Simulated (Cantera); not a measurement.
Charge: 1 mol TiC, 0.047 mol H2, held at 9.60 bar.

These are equilibrium values from Cantera (NASA tables, ideal gas, pure condensed phases), not measurements of a reactor. Candidate condensed phases: C, C6H6, C7H8, C8H18, Ti, TiC; 77 gas species. TiC: taken at fixed stoichiometry. Kinetics and transport are ignored. All values below are at 2450 °C.

Base state: H2 0.980, H 0.0198, Ti 7.80e-5, CH4 2.80e-5, C2H2 (acetylene) 1.98e-5 (mole fractions); condensed: TiC(s).

What changes in the equilibrium state with this change: TiC replaced by Si3N4?


```
species       before     after
-----------  -------  --------
N2                 0     0.972
H2             0.980    0.0213
H             0.0198   0.00291
Si                 0   0.00228
Ti           7.80e-5         0
SiN                0  0.000516
Si2N               0  0.000398
TiC(s), mol    1.000         0
Si(l), mol         0      2.99
```
The tables' values for SiN are old estimates; treat these amounts as uncertain. Gases not in the tables: Si2H6 and higher silanes. Further candidate phases: Si, Si3N4.
